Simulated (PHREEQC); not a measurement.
**Copper plating or etch bath: an equilibrium model**

Make-up at 10 °C: 0.0016 mol/kgw Cu(BF4)2 and 0.00049 mol/kgw HBF4. Closed to the air; pH follows from the charge balance.

Model: ion-association model, wateq4f.dat, run in PHREEQC.

This is a speciation only: nothing precipitates in the calculation.

Question: What pH, ionic strength does the model give?

Answer: pH 2.90; ionic strength 0.00608 mol/kgw.

Question: In which forms is F present?

Answer: BF4- 65 %, HF 15 %, F- 11 %, BF3OH- 6.1 %, BF2(OH)2- 1.4 % of the F.

Complexes and solids missing from the database can't appear. At this temperature some constants are extrapolated from 25 °C, and those without enthalpy data are left unchanged. Real BF4- forms and hydrolyses slowly; the run takes it at equilibrium.
